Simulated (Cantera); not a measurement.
Feed: 1 mol Si, 3 mol HCl, 17 mol H2, held at 0.890 bar.

These are equilibrium values from Cantera (NASA tables, ideal gas, pure condensed phases), not measurements of a reactor. Candidate condensed phases: Si; 19 gas species. Kinetics and transport are ignored.

Over these rows the condensed part is Si(s). Partial pressures as log10 of bar:

```json
[
 {"T (K)": "1023", "1000/T (1/K)": "0.9775", "log p SiCl2": "-3.77", "log p H2": "-0.07", "log p HCl": "-2.05", "log p SiCl4": "-1.71", "log p SiHCl3": "-1.80"},
 {"T (K)": "1123", "1000/T (1/K)": "0.8905", "log p SiCl2": "-3.08", "log p H2": "-0.08", "log p HCl": "-1.74", "log p SiCl4": "-1.75", "log p SiHCl3": "-1.85"},
 {"T (K)": "1223", "1000/T (1/K)": "0.8177", "log p SiCl2": "-2.54", "log p H2": "-0.08", "log p HCl": "-1.50", "log p SiCl4": "-1.85", "log p SiHCl3": "-1.94"},
 {"T (K)": "1323", "1000/T (1/K)": "0.7559", "log p SiCl2": "-2.13", "log p H2": "-0.09", "log p HCl": "-1.33", "log p SiCl4": "-2.03", "log p SiHCl3": "-2.09"},
 {"T (K)": "1423", "1000/T (1/K)": "0.7027", "log p SiCl2": "-1.85", "log p H2": "-0.10", "log p HCl": "-1.21", "log p SiCl4": "-2.34", "log p SiHCl3": "-2.33"},
 {"T (K)": "1523", "1000/T (1/K)": "0.6566", "log p SiCl2": "?", "log p H2": "-0.10", "log p HCl": "-1.16", "log p SiCl4": "-2.77", "log p SiHCl3": "-2.66"}
]
```

**Question.** Fit log p(SiCl2) = a + b·(1000/T) to the five rows, give the apparent enthalpy, and predict the row at 1523 K.

**Answer.** Means: 1000/T = 0.8289, log p = -2.674. Sxy = -0.333077, Sxx = 0.0472574, so b = -7.05 and a = -2.674 − (-7.05)×0.8289 = 3.17.
Apparent enthalpy: −19.145 × (-7.05) = 135 kJ/mol. With the condensed phases at unit activity, 1/2 Si(s) + 1/2 SiCl4(g) = SiCl2(g) links this pressure to the main gases: over the six rows their terms move log p by -0.53 in all, so the slope isn't that reaction's ΔH° alone. The five rows lie within 0.07 of the line.
Prediction at 1523 K: 3.17 + (-7.05)×0.6566 = -1.46. The computed value is -1.70, 0.24 from the line.
